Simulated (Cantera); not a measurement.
Charge: 1 mol FeS, 0.53 mol SO3, 0.071 mol H2O, equilibrated at 775 K and 12.0 mbar.

Cantera equilibrium calculation (NASA polynomials, part measured and part estimated; ideal gas, pure solids and liquids). Candidate condensed phases: Fe, FeO, Fe(OH)2, Fe(OH)3, FeS, FeSO4, FeS2, Fe2O3, Fe2(SO4)3, Fe3O4, H2O, H2SO4, S; 22 gas species. Gases not in the tables: S3 to S7. Rates play no part.

Base state: SO2 0.864, H2O 0.128, S2 0.00682, H2S 0.000995, S2O 0.000488, H2 3.57e-5 (mole fractions); condensed: FeS2(s) + Fe3O4(s).

Question: What changes in the equilibrium state with this change: pressure from 12.0 mbar to 9.30 bar?

Answer: 
| species | before | after |
|---|---|---|
| SO2 | 0.864 | 0.870 |
| H2O | 0.128 | 0.129 |
| H2S | 0.000995 | 0.000436 |
| S2 | 0.00682 | 0.000246 |
| H2 | 3.57e-5 | 2.96e-6 |
| S2O | 0.000488 | 0.000214 |
| FeS2(s), mol | 0.522 | 0.525 |
| Fe3O4(s), mol | 0.159 | 0.158 |
